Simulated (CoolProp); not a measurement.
Vapour-liquid equilibrium of carbon dioxide (1) + R124 (2) at 244.1 K; x and y are mole fractions of (1).

The numbers come from the multi-fluid Helmholtz-energy mixture model, Span 1996 and de Vries 1995; pair parameters Bell 2016 in CoolProp.

```json
[
 {"x": "0.05", "bubble pressure, mixture model (kPa)": "117.7", "bubble pressure, Raoult's law (kPa)": "118.0", "y, mixture model": "0.613", "y, Raoult's law": "0.624"},
 {"x": "0.125", "bubble pressure, mixture model (kPa)": "217.4", "bubble pressure, Raoult's law (kPa)": "225.1", "y, mixture model": "0.799", "y, Raoult's law": "0.819"},
 {"x": "0.2", "bubble pressure, mixture model (kPa)": "311.8", "bubble pressure, Raoult's law (kPa)": "332.1", "y, mixture model": "0.866", "y, Raoult's law": "0.888"},
 {"x": "0.275", "bubble pressure, mixture model (kPa)": "404.0", "bubble pressure, Raoult's law (kPa)": "439.1", "y, mixture model": "0.903", "y, Raoult's law": "0.923"},
 {"x": "0.35", "bubble pressure, mixture model (kPa)": "496.3", "bubble pressure, Raoult's law (kPa)": "546.2", "y, mixture model": "0.926", "y, Raoult's law": "0.944"},
 {"x": "0.425", "bubble pressure, mixture model (kPa)": "590.5", "bubble pressure, Raoult's law (kPa)": "653.2", "y, mixture model": "0.942", "y, Raoult's law": "0.959"},
 {"x": "0.5", "bubble pressure, mixture model (kPa)": "688.2", "bubble pressure, Raoult's law (kPa)": "760.3", "y, mixture model": "0.955", "y, Raoult's law": "0.969"},
 {"x": "0.575", "bubble pressure, mixture model (kPa)": "790.6", "bubble pressure, Raoult's law (kPa)": "867.3", "y, mixture model": "0.965", "y, Raoult's law": "0.977"},
 {"x": "0.65", "bubble pressure, mixture model (kPa)": "898.5", "bubble pressure, Raoult's law (kPa)": "974.3", "y, mixture model": "0.974", "y, Raoult's law": "0.983"},
 {"x": "0.725", "bubble pressure, mixture model (kPa)": "1012", "bubble pressure, Raoult's law (kPa)": "1081", "y, mixture model": "0.981", "y, Raoult's law": "0.988"},
 {"x": "0.8", "bubble pressure, mixture model (kPa)": "1132", "bubble pressure, Raoult's law (kPa)": "1188", "y, mixture model": "0.987", "y, Raoult's law": "0.992"},
 {"x": "0.875", "bubble pressure, mixture model (kPa)": "1258", "bubble pressure, Raoult's law (kPa)": "1295", "y, mixture model": "0.993", "y, Raoult's law": "0.995"},
 {"x": "0.95", "bubble pressure, mixture model (kPa)": "1387", "bubble pressure, Raoult's law (kPa)": "1402", "y, mixture model": "0.997", "y, Raoult's law": "0.998"}
]
```

The largest gap from Raoult's law is -9.6 % in bubble pressure, at x = 0.425. No azeotrope shows between x = 0.05 and 0.95.

Pair parameters are fitted to limited data, so mixtures are less certain than the pure fluids.
